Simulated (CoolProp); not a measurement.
Vapour-liquid equilibrium of acetone (1) + benzene (2) at 425.3 K; x and y are mole fractions of (1).

The numbers come from the multi-fluid Helmholtz-energy mixture model, Lemmon 2006 and Thol 2012; pair parameters Bell 2016 in CoolProp.

| x | bubble pressure, mixture model (bar) | bubble pressure, Raoult's law (bar) | y, mixture model | y, Raoult's law |
|---|---|---|---|---|
| 0.05 | 6.501 | 6.375 | 0.102 | 0.093 |
| 0.15 | ? | 6.958 | 0.263 | 0.257 |
| 0.25 | 7.944 | 7.541 | ? | 0.395 |
| 0.35 | 8.569 | 8.124 | 0.494 | 0.513 |
| 0.45 | 9.149 | 8.707 | ? | 0.616 |
| 0.55 | ? | 9.290 | 0.669 | 0.705 |
| 0.65 | ? | 9.873 | 0.746 | 0.784 |
| 0.75 | ? | 10.46 | ? | 0.855 |
| 0.85 | 11.21 | 11.04 | 0.893 | 0.917 |
| 0.95 | 11.68 | 11.62 | ? | 0.974 |

**Question.** Fill in the missing entries.

**Answer.** 
- 0.15, bubble pressure, mixture model (bar): 7.261
- 0.25, y, mixture model: 0.389
- 0.45, y, mixture model: 0.586
- 0.55, bubble pressure, mixture model (bar): 9.696
- 0.65, bubble pressure, mixture model (bar): 10.22
- 0.75, bubble pressure, mixture model (bar): 10.72
- 0.75, y, mixture model: 0.820
- 0.95, y, mixture model: 0.964

The largest gap from Raoult's law is +5.5 % in bubble pressure, at x = 0.35. No azeotrope shows between x = 0.05 and 0.95.

The pair parameters rest on a limited set of measurements; away from them the model extrapolates.
